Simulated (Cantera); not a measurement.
Cantera run, input and output.

```python
import numpy as np
import cantera as ct

gas = ct.Solution("gri30.yaml")
gas.TPX = 1823, 500000, {'CH4': 1, 'O2': 1.18, 'N2': 9.7}
reactor = ct.IdealGasConstPressureReactor(gas, energy="on", clone=False)
net = ct.ReactorNet([reactor])
net.rtol, net.atol = 1e-08, 1e-16
show = ['CH4', 'O2', 'C2H6', 'NO', 'C2H', 'HO2', 'NO2']
times = np.geomspace(2e-06, 0.3, 15)

steps = ct.SolutionArray(gas, extra=["t"])
rows = []
print(f"{'t/s':>10s}{'T/K':>9s}{'P/Pa':>11s}" + "".join(f"{s:>11s}" for s in show))
for t in times:
    while net.time < t:
        t_next = net.step()
        steps.append(gas.state, t=t_next)
    rows.append([np.interp(t, steps.t, y) for y in (steps.T, steps.P, *steps(*show).X.T)])
    print(f"{t:10.3e}{rows[-1][0]:9.1f}{rows[-1][1]:11.4g}" + "".join(f"{x:11.3e}" for x in rows[-1][2:]))
rate = np.gradient(steps.T, steps.t)
print("integrator steps:", len(steps.t))
if steps.T.max() > steps.T[0] + 200:
    print(f"time of steepest temperature rise: {steps.t[rate.argmax()]:.4e} s")
gas.TPX = 1823, 500000, {'CH4': 1, 'O2': 1.18, 'N2': 9.7}
gas.equilibrate("HP")
print(f"equilibrium (HP): T = {gas.T:.1f} K  " + "  ".join(f"{s} {gas[s].X[0]:.3e}" for s in show))
```

It prints:

```
       t/s      T/K       P/Pa        CH4         O2       C2H6         NO        C2H        HO2        NO2
 2.000e-06   1822.5      5e+05  8.405e-02  9.930e-02  4.352e-07  3.127e-12  3.251e-16  6.627e-06  1.041e-15
 4.685e-06   1822.0      5e+05  8.382e-02  9.923e-02  6.268e-06  1.168e-11  2.810e-14  1.129e-05  1.536e-14
 1.098e-05   1822.0      5e+05  8.286e-02  9.887e-02  8.348e-05  5.680e-11  3.461e-12  1.824e-05  2.376e-13
 2.572e-05   1834.5      5e+05  7.660e-02  9.573e-02  7.365e-04  5.848e-10  1.078e-09  5.933e-05  8.756e-12
 6.024e-05   2525.9      5e+05  1.872e-06  1.292e-04  3.925e-12  1.710e-04  1.100e-07  1.615e-07  4.883e-09
 1.411e-04   2556.0      5e+05  1.337e-11  4.016e-05  1.376e-22  2.610e-04  1.708e-16  4.575e-08  5.904e-09
 3.306e-04   2562.9      5e+05  1.113e-11  2.706e-05  7.331e-23  2.665e-04  8.372e-17  2.915e-08  5.592e-09
 7.746e-04   2563.2      5e+05  1.132e-11  2.649e-05  7.462e-23  2.707e-04  8.425e-17  2.845e-08  5.656e-09
 1.815e-03   2563.2      5e+05  1.133e-11  2.647e-05  7.480e-23  2.769e-04  8.434e-17  2.844e-08  5.783e-09
 4.251e-03   2563.1      5e+05  1.135e-11  2.645e-05  7.495e-23  2.822e-04  8.442e-17  2.842e-08  5.893e-09
 9.960e-03   2563.1      5e+05  1.135e-11  2.645e-05  7.500e-23  2.836e-04  8.444e-17  2.842e-08  5.922e-09
 2.333e-02   2563.1      5e+05  1.135e-11  2.645e-05  7.500e-23  2.837e-04  8.444e-17  2.842e-08  5.923e-09
 5.466e-02   2563.1      5e+05  1.135e-11  2.645e-05  7.500e-23  2.837e-04  8.444e-17  2.842e-08  5.923e-09
 1.281e-01   2563.1      5e+05  1.135e-11  2.645e-05  7.500e-23  2.837e-04  8.444e-17  2.842e-08  5.923e-09
 3.000e-01   2563.1      5e+05  1.135e-11  2.645e-05  7.500e-23  2.837e-04  8.444e-17  2.842e-08  5.923e-09
integrator steps: 1599
time of steepest temperature rise: 4.9925e-05 s
equilibrium (HP): T = 2563.1 K  CH4 1.277e-11  O2 2.645e-05  C2H6 9.187e-23  NO 2.837e-04  C2H 9.244e-17  HO2 2.842e-08  NO2 5.923e-09
```

Detailed kinetics in Cantera: GRI-Mech 3.0 (53 species, 325 reactions).
